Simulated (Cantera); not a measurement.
**Moist CO burnout**

An isothermal, constant-pressure homogeneous reactor starts with 0.117 % CO, 2.15 % O2, 0.0752 % H2O, 97.7 % N2, equivalence ratio 0.027, at 1175 K and 1.01 bar.

Model: GRI-Mech 3.0 (53 species, 325 reactions), integrated in Cantera.

```tsv
t (s)	x CO	x O2	x H2O	x CO2	x OH	x HO2
1.00e-6	0.00117	0.0215	0.000752	<1e-12	<1e-12	<1e-12
5.34e-6	0.00117	0.0215	0.000752	4.48e-12	<1e-12	<1e-12
2.85e-5	0.00117	0.0215	0.000752	2.39e-11	<1e-12	<1e-12
0.000152	0.00117	0.0215	0.000752	1.28e-10	2.42e-12	<1e-12
0.000811	0.00117	0.0215	0.000752	7.34e-10	4.93e-11	1.18e-11
0.00433	0.00117	0.0215	0.000752	9.57e-9	1.22e-9	1.06e-9
0.0231	0.00114	0.0215	0.000749	3.48e-5	3.46e-6	8.30e-7
0.123	0.000220	0.0210	0.000750	0.000952	4.17e-6	5.00e-7
0.658	9.65e-6	0.0209	0.000752	0.00116	1.20e-6	4.99e-8
3.51	1.40e-7	0.0209	0.000752	0.00117	3.07e-7	1.72e-9
18.7	1.92e-10	0.0209	0.000752	0.00117	1.36e-7	2.50e-10
100	7.76e-11	0.0209	0.000752	0.00117	1.03e-7	1.56e-10
```
x: mole fraction; the columns are a selection and need not sum to one.

Equilibrium at this temperature and pressure: CO 7.76e-11, O2 0.0209, H2O 0.000752, CO2 0.00117, OH 1.03e-7, HO2 1.56e-10 (gas phase only).
